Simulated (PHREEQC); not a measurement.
A made-up water analysis in mg/L, 20 °C, pH 3.74, pe 11.4: Na 695; K 53.3; Ca 66.3; Mg 156; Cl 147; S(6) as SO4 2050; Cu(2) 21.7; Cd 150.

Cl is adjusted to close the charge balance.
Valence states are taken as typed.

The numbers come from PHREEQC with the ion-association model, wateq4f.dat.

This is a speciation only: nothing precipitates in the calculation.

Task: Estimate the ionic strength.

Result: ionic strength 0.0646 mol/kgw.

Task: In which forms is S present?

Result: SO4-2 76 %, MgSO4 12 %, NaSO4- 4.6 %, CaSO4 2.9 %, CdSO4 2.2 %, Cd(SO4)2-2 0.8 % of the S.
